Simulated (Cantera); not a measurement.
A perfectly stirred reactor is fed with 4.35 % CH4, 95.7 % N2, at 1.00 bar; it is held at 1823 K, and followed from long to short residence time.

Cantera simulation using GRI-Mech 3.0 (53 species, 325 reactions); the numbers are that mechanism's predictions, not measurements. GRI-Mech 3.0 stops at C3 and has no aromatics, soot or wall deposition, so with more carbon than oxygen in the feed, carbon stays in small species such as C2H2 where larger ones or solid carbon would form.

x: mole fraction; the columns are a selection and need not sum to one.

```csv
τ (s),x CH4,x HCN,x CH3,x C2H4,x CH2
3.0,0.000929,0.000123,3.23e-5,___,6.35e-8
0.75,0.00185,5.53e-5,6.37e-5,___,1.23e-7
0.18,0.00378,2.34e-5,0.000127,___,2.36e-7
0.045,0.00744,9.77e-6,0.000244,___,4.25e-7
0.011,0.0141,3.52e-6,0.000448,___,7.16e-7
0.0027,0.0240,9.49e-7,0.000737,___,1.06e-6
0.00068,0.0348,1.33e-7,0.000958,___,1.17e-6
```

Task: Some entries are withheld; supply them.

Result: 
- 3.0, x C2H4: 2.59e-5
- 0.75, x C2H4: 2.86e-5
- 0.18, x C2H4: 4.24e-5
- 0.045, x C2H4: 9.92e-5
- 0.011, x C2H4: 0.000313
- 0.0027, x C2H4: 0.000913
- 0.00068, x C2H4: 0.00144
